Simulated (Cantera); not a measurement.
Input: 1 mol B2O3, 5.9 mol H2O, 6.5 mol N2, equilibrated at 1652 °C and 0.000370 bar.

Cantera equilibrium calculation (NASA polynomials, part measured and part estimated; ideal gas, pure solids and liquids). Candidate condensed phases: B, BN, B2O3, B3O3H3, H2O; 39 gas species. Rates play no part.

Q: What is the equilibrium state?

A: 
| Quantity | Result |
|---|---|
| x(N2) | 0.473 |
| x(H2O) | 0.329 |
| x(HBO2) | 0.132 |
| x(H2) | 0.0266 |
| x(O2) | 0.0106 |
| x(OH) | 0.00867 |
| x(H) | 0.00810 |
| x(B2O3) | 0.00486 |
| x(BO2) | 0.00419 |
| gas amount | 13.73 mol |
| log10 activity of B(s) (absent) | -9.12 |
| log10 activity of B3O3H3(s) (absent) | -26.74 |
